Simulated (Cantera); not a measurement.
Input: 1 mol SiH₂Cl₂, 0.3 mol Cl₂, 12 mol H₂, equilibrated at 133 Pa.

Equilibrium computed with Cantera from the NASA thermochemical tables; the gas is ideal and each condensed phase is pure. Candidate condensed phases: Si; 19 gas species. The tables' values for SiCl₃, SiCl are old estimates; treat these amounts as uncertain. Equilibrium is a limit: real reactors are often held back by kinetics, nucleation or transport. All values below are at 1448 K.

Base state: H₂ 0.857, HCl 0.103, SiCl₂ 0.0383, SiCl₃ 0.000550, H 0.000234, SiCl₄ 2.90e-5, Cl 2.29e-5, SiHCl₃ 2.06e-5 (mole fractions); condensed: Si(s).

Question: What changes in the equilibrium state with this change: H₂ from 12 to 3.7 mol?

Answer: 
```
species       before     after
----------  --------  --------
H₂             0.857     0.700
HCl            0.103     0.170
SiCl₂         0.0383     0.127
SiCl₄        2.90e-5  0.000316
SiCl₃       0.000550   0.00330
SiHCl₃       2.06e-5  0.000112
Cl           2.29e-5   4.17e-5
SiCl         1.03e-5   1.87e-5
Si(s), mol     0.443     0.220
```
